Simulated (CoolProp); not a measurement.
Values from CoolProp's reference Helmholtz-energy equation of state, Gao 2020.

### Question
Give the vapour pressure (MPa), enthalpy of vaporisation (kJ/kg), vapour Z of saturated ammonia at 281.5 K.

### Answer
```json
[
 {"T (K)": "281.5", "p (MPa)": "0.581", "enthalpy of vaporisation (kJ/kg)": "1230", "vapour Z": "0.917"}
]
```
